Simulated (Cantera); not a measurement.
# Ammonia decomposition in nitride growth gas

An isothermal, constant-pressure homogeneous reactor starts with 78.7 % NH3, 21.3 % H2, at 1975 K and 2670 Pa.

Cantera simulation using the gas-phase N/H chemistry of the illustrative SiF4/NH3 mechanism in the Surface Chemkin manual (1991); the numbers are that mechanism's predictions, not measurements. Walls and surfaces, which speed up NH3 decomposition in real reactors, are not modelled.

```tsv
t (s)	x NH3	x H2	x N	x N2H4	x N2H2	x H
0.000600	0.787	0.213	3.45e-9	5.07e-10	1.09e-7	1.75e-5
0.00165	0.787	0.213	6.49e-8	3.69e-9	1.09e-6	4.67e-5
0.00456	0.785	0.214	4.86e-7	1.64e-8	6.50e-6	9.92e-5
0.0126	0.777	0.219	6.74e-7	2.06e-8	8.62e-6	0.000115
0.0346	0.755	0.235	6.99e-7	1.98e-8	8.24e-6	0.000124
0.0955	0.700	0.275	7.54e-7	1.77e-8	7.30e-6	0.000148
0.263	0.574	0.365	8.55e-7	1.34e-8	5.41e-6	0.000209
0.726	0.355	0.523	9.73e-7	6.92e-9	2.77e-6	0.000346
2.00	0.124	0.689	1.02e-6	1.63e-9	7.33e-7	0.000633
```
x: mole fraction; the columns are a selection and need not sum to one.

Equilibrium at this temperature and pressure: NH3 1.77e-7, H2 0.773, N 1.79e-9, N2H4 <1e-12, N2H2 <1e-12, H 0.00742 (gas phase only).
